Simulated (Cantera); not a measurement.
A closed system holds: 1 mol BN, 12 mol O₂, at 100000 Pa.

These are equilibrium values from Cantera (NASA tables, ideal gas, pure condensed phases), not measurements of a reactor. Candidate condensed phases: B, BN, B₂O₃; 17 gas species. Equilibrium is a limit: real reactors are often held back by kinetics, nucleation or transport.

x: gas mole fraction; n: condensed amount in mol.

```
T (K)   x O₂    x N₂      x NO  x B₂O₃  n B₂O₃(l)
-----  -----  ------  --------  ------  ---------
1225   0.957  0.0425  0.000117       …      0.500
1275   0.957  0.0425  0.000166       …      0.500
1325   0.957  0.0424  0.000230       …      0.500
1375   0.957  0.0424  0.000311       …      0.500
1425   0.957  0.0423  0.000412       …      0.500
1475   0.957  0.0423  0.000534       …      0.500
1525   0.957  0.0422  0.000682       …      0.499
1575   0.957  0.0421  0.000856       …      0.499
1625   0.957  0.0420   0.00106       …      0.497
1675   0.956  0.0419   0.00130       …      0.493
1725   0.955  0.0417   0.00156       …      0.485
```

Task: What belongs in the gaps?

Result: 
- 1225, x B₂O₃: 2.05e-8
- 1275, x B₂O₃: 9.19e-8
- 1325, x B₂O₃: 3.67e-7
- 1375, x B₂O₃: 1.32e-6
- 1425, x B₂O₃: 4.29e-6
- 1475, x B₂O₃: 1.29e-5
- 1525, x B₂O₃: 3.59e-5
- 1575, x B₂O₃: 9.32e-5
- 1625, x B₂O₃: 0.000227
- 1675, x B₂O₃: 0.000525
- 1725, x B₂O₃: 0.00115
